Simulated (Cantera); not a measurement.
Input: 1 mol Si, a varied amount of Cl2, 4 mol H2, held at 850 K and 4430 Torr.

Equilibrium computed with Cantera from the NASA thermochemical tables; the gas is ideal and each condensed phase is pure. Candidate condensed phases: Si; 19 gas species. The numbers say what is thermodynamically allowed, not how fast it happens.

Q: What share of the Si ends up in condensed phases as a function of n(Cl2) (mol), at 0.5, 0.63, 0.79, 0.99, 1.2, 1.6, 2, 2.5?

A: 
```json
[
 {"n(Cl2) (mol)": "0.5", "Si condensed (%)": "70.4", "as": "Si(s)"},
 {"n(Cl2) (mol)": "0.63", "Si condensed (%)": "62.9", "as": "Si(s)"},
 {"n(Cl2) (mol)": "0.79", "Si condensed (%)": "53.8", "as": "Si(s)"},
 {"n(Cl2) (mol)": "0.99", "Si condensed (%)": "42.5", "as": "Si(s)"},
 {"n(Cl2) (mol)": "1.2", "Si condensed (%)": "30.7", "as": "Si(s)"},
 {"n(Cl2) (mol)": "1.6", "Si condensed (%)": "8.4", "as": "Si(s)"},
 {"n(Cl2) (mol)": "2", "Si condensed (%)": "0.0", "as": "-"},
 {"n(Cl2) (mol)": "2.5", "Si condensed (%)": "0.0", "as": "-"}
]
```
